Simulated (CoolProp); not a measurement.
Normal hydrogen along the isotherm -246.15 °C: fugacity coefficient from the reference equation and from simpler models built on Tc = -240.0 °C, pc = 1.296 MPa, ω = -0.219; each cubic takes its own stable root.

Computed with CoolProp (reference Helmholtz-energy equation of state, Leachman 2009).

```tsv
p (MPa)	phase	reference
0.177	gas	0.9255
0.354	gas	0.8511
0.53	liquid	0.7251
0.707	liquid	0.5577
0.884	liquid	0.4576
1.06	liquid	0.3913
1.24	liquid	0.3432
1.41	liquid	0.3091
1.59	liquid	0.2811
1.77	liquid	0.2589
1.94	liquid	0.2419
```

Q: How far does each simpler model (Redlich-Kwong, Peng-Robinson) lie from the reference over these 11 states: mean and median of the absolute difference, and the worst?

A: 
- Redlich-Kwong: mean 17.1 %, median 20.4 %, worst -21.3 % at -246.15 °C and 1.94 MPa
- Peng-Robinson: mean 0.9 %, median 0.7 %, worst -2.1 % at -246.15 °C and 1.94 MPa
